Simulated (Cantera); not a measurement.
An isothermal, constant-pressure homogeneous reactor starts with 2.38 % C₂H₆, 97.6 % N₂, at 1700 K and 0.420 bar.

Model: GRI-Mech 3.0 (53 species, 325 reactions), integrated in Cantera. GRI-Mech 3.0 stops at C3 and has no aromatics, soot or wall deposition, so with more carbon than oxygen in the feed, carbon stays in small species such as C2H2 where larger ones or solid carbon would form.

x: mole fraction; the columns are a selection and need not sum to one.

```json
[
 {"t (s)": "6.00e-6", "x C₂H₆": "0.0228", "x H": "2.08e-5", "x C₂H": "<1e-12", "x C₂H₂": "2.28e-8", "x C₂H₄": "5.43e-5", "x CH₃": "0.00169"},
 {"t (s)": "2.12e-5", "x C₂H₆": "0.0190", "x H": "0.000188", "x C₂H": "5.43e-9", "x C₂H₂": "2.54e-5", "x C₂H₄": "0.00183", "x CH₃": "0.00440"},
 {"t (s)": "7.49e-5", "x C₂H₆": "0.00675", "x H": "0.000364", "x C₂H": "3.14e-7", "x C₂H₂": "0.00203", "x C₂H₄": "0.0104", "x CH₃": "0.00445"},
 {"t (s)": "0.000264", "x C₂H₆": "0.000276", "x H": "0.000248", "x C₂H": "5.82e-7", "x C₂H₂": "0.0117", "x C₂H₄": "0.00748", "x CH₃": "0.00104"},
 {"t (s)": "0.000934", "x C₂H₆": "1.71e-5", "x H": "8.21e-5", "x C₂H": "2.34e-7", "x C₂H₂": "0.0175", "x C₂H₄": "0.00228", "x CH₃": "0.000274"},
 {"t (s)": "0.00330", "x C₂H₆": "…", "x H": "…", "x C₂H": "…", "x C₂H₂": "0.0196", "x C₂H₄": "…", "x CH₃": "…"},
 {"t (s)": "0.0117", "x C₂H₆": "2.71e-6", "x H": "3.81e-5", "x C₂H": "1.13e-7", "x C₂H₂": "0.0201", "x C₂H₄": "5.83e-5", "x CH₃": "0.000105"},
 {"t (s)": "0.0412", "x C₂H₆": "1.64e-6", "x H": "4.02e-5", "x C₂H": "1.18e-7", "x C₂H₂": "0.0207", "x C₂H₄": "4.11e-5", "x CH₃": "8.22e-5"},
 {"t (s)": "0.145", "x C₂H₆": "4.98e-7", "x H": "4.39e-5", "x C₂H": "1.26e-7", "x C₂H₂": "0.0216", "x C₂H₄": "2.57e-5", "x CH₃": "4.57e-5"},
 {"t (s)": "0.514", "x C₂H₆": "…", "x H": "4.70e-5", "x C₂H": "1.32e-7", "x C₂H₂": "0.0223", "x C₂H₄": "2.10e-5", "x CH₃": "…"},
 {"t (s)": "1.81", "x C₂H₆": "7.02e-9", "x H": "4.83e-5", "x C₂H": "1.35e-7", "x C₂H₂": "0.0226", "x C₂H₄": "2.07e-5", "x CH₃": "5.40e-6"},
 {"t (s)": "6.41", "x C₂H₆": "1.23e-9", "x H": "4.87e-5", "x C₂H": "1.36e-7", "x C₂H₂": "0.0227", "x C₂H₄": "2.08e-5", "x CH₃": "2.07e-6"},
 {"t (s)": "22.6", "x C₂H₆": "8.87e-10", "x H": "4.87e-5", "x C₂H": "1.36e-7", "x C₂H₂": "0.0227", "x C₂H₄": "2.08e-5", "x CH₃": "1.68e-6"},
 {"t (s)": "80.0", "x C₂H₆": "8.83e-10", "x H": "4.87e-5", "x C₂H": "1.36e-7", "x C₂H₂": "0.0227", "x C₂H₄": "2.08e-5", "x CH₃": "1.67e-6"}
]
```

Question: Fill in the missing entries.

Answer: 
- 0.00330, x C₂H₆: 4.05e-6
- 0.00330, x H: 4.18e-5
- 0.00330, x C₂H: 1.25e-7
- 0.00330, x C₂H₄: 0.000376
- 0.00330, x CH₃: 0.000129
- 0.514, x C₂H₆: 7.00e-8
- 0.514, x CH₃: 1.73e-5
